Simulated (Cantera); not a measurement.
Input (Python, Cantera):

```python
import numpy as np
import cantera as ct

gas = ct.Solution("gri30.yaml")


def delay(T, t_max=10):
    gas.TPX = T, 101325, {'CO': 1, 'H2': 0.2, 'O2': 1.2, 'N2': 4.51}
    reactor = ct.IdealGasConstPressureReactor(gas, clone=False)
    net = ct.ReactorNet([reactor])
    net.rtol, net.atol = 1e-8, 1e-16
    while net.time < t_max:
        t_old, T_old = net.time, reactor.T
        net.step()
        if reactor.T > T + 400:  # ignition: a rise of 400 K
            return t_old + (T + 400 - T_old) / (reactor.T - T_old) * (net.time - t_old)
    return np.nan


taus = []
for T in [1225, 1325, 1425, 1525, 1625, 1725]:
    taus.append(delay(T))
    print(f"T0 = {T:6g} K   tau = {taus[-1]:.4e} s")
```

Result:

```
T0 =   1225 K   tau = 1.2612e-04 s
T0 =   1325 K   tau = 1.0143e-04 s
T0 =   1425 K   tau = 9.1110e-05 s
T0 =   1525 K   tau = 8.8951e-05 s
T0 =   1625 K   tau = 9.2829e-05 s
T0 =   1725 K   tau = 1.0168e-04 s
```

Computed with Cantera and GRI-Mech 3.0 (53 species, 325 reactions). Where the delays flatten at high temperature, the 400 K rule measures the pace of heat release, not the induction time.
